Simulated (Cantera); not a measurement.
Cantera with NASA thermochemical tables; ideal gases at 1 bar, condensed phases pure. Values are per mole of reaction as written; species without (g) are pure solids or liquids, kept so even where they would boil at 1 bar. ZrN: taken at fixed stoichiometry.

4 OH(g) + 2 ZrN ⇌ 2 H₂(g) + 2 ZrO₂ + N₂(g)

| T (K) | ΔH° (kJ) | ΔS° (J/K) | ΔG° (kJ) | log10 K | condensed phases |
|---|---|---|---|---|---|
| 648 | … | … | … | … | ZrN(s), ZrO₂(monoclinic) |
| 848 | -1615.5 | -248.3 | -1404.9 | 86.54 | ZrN(s), ZrO₂(monoclinic) |
| 1048 | -1612.1 | -244.8 | -1355.6 | 67.56 | ZrN(s), ZrO₂(monoclinic) |
| 1248 | -1608.9 | -242.0 | -1306.9 | 54.70 | ZrN(s), ZrO₂(monoclinic) |
| 1448 | … | … | … | … | ZrN(s), ZrO₂(monoclinic) |
| 1648 | … | … | … | … | ZrN(s), ZrO₂(tetragonal) |
| 1848 | -1593.5 | -231.3 | -1166.0 | 32.96 | ZrN(s), ZrO₂(tetragonal) |
| 2048 | -1594.6 | -231.9 | -1119.7 | 28.56 | ZrN(s), ZrO₂(tetragonal) |
| 2248 | -1596.4 | -232.7 | -1073.2 | 24.94 | ZrN(s), ZrO₂(tetragonal) |
| 2448 | -1598.8 | -233.7 | -1026.6 | 21.91 | ZrN(s), ZrO₂(tetragonal) |

Q: Some entries are withheld; supply them.

A: 
- 648, ΔH° (kJ): -1618.5
- 648, ΔS° (J/K): -252.4
- 648, ΔG° (kJ): -1455.0
- 648, log10 K: 117.28
- 1448, ΔH° (kJ): -1605.9
- 1448, ΔS° (J/K): -239.7
- 1448, ΔG° (kJ): -1258.8
- 1448, log10 K: 45.41
- 1648, ΔH° (kJ): -1593.2
- 1648, ΔS° (J/K): -231.2
- 1648, ΔG° (kJ): -1212.3
- 1648, log10 K: 38.42
